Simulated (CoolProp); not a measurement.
A Linde-Hampson liquefier for methane: isothermal reversible compression at 200 K from 1 atm to 25 MPa, throttling to 1 atm, return gas leaving the recuperator 2 K below the feed. Each further row changes one setting.

Values from CoolProp's reference Helmholtz-energy equation of state, Setzmann 1991.

```
case                        liquid yield per pass  compression work (kJ/kg of gas)
--------------------------  ---------------------  -------------------------------
as stated                                       ?                              443
high pressure 50 MPa                            ?                                ?
warm-end temperature 230 K                      ?                                ?
warm-end gap 7 K                                ?                              443
```

**Question.** Complete the blanks.

**Answer.** 
- as stated, liquid yield per pass: 0.510
- high pressure 50 MPa, liquid yield per pass: 0.478
- high pressure 50 MPa, compression work (kJ/kg of gas): 514
- warm-end temperature 230 K, liquid yield per pass: 0.404
- warm-end temperature 230 K, compression work (kJ/kg of gas): 559
- warm-end gap 7 K, liquid yield per pass: 0.502
